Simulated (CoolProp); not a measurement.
Vapour-liquid equilibrium of n-butane (1) + acetone (2) at 345.7 K; x and y are mole fractions of (1).

Values from CoolProp's multi-fluid Helmholtz-energy mixture model, Bücker 2006 and Lemmon 2006; pair parameters Bell 2016.

| x | bubble pressure (bar) | y at the bubble point | dew pressure at overall composition x (bar) | liquid density (mol/L) |
|---|---|---|---|---|
| 0.05 | 2.783 | 0.389 | 1.816 | 12.30 |
| 0.15 | 4.460 | 0.635 | 2.026 | 11.81 |
| 0.25 | 5.620 | 0.724 | 2.289 | 11.35 |
| 0.35 | 6.396 | 0.769 | 2.625 | 10.90 |
| 0.45 | 6.921 | 0.798 | 3.074 | 10.48 |
| 0.55 | 7.308 | 0.820 | 3.701 | 10.09 |
| 0.65 | 7.634 | 0.842 | 4.625 | 9.726 |
| 0.75 | 7.943 | 0.868 | 6.051 | 9.404 |
| 0.85 | 8.243 | 0.905 | 7.741 | 9.126 |
| 0.95 | 8.497 | 0.960 | 8.464 | 8.897 |

No azeotrope shows between x = 0.05 and 0.95.

The pair parameters rest on a limited set of measurements; away from them the model extrapolates. With so large a gap from Raoult's law the liquid may split in two, which this calculation doesn't test in full.
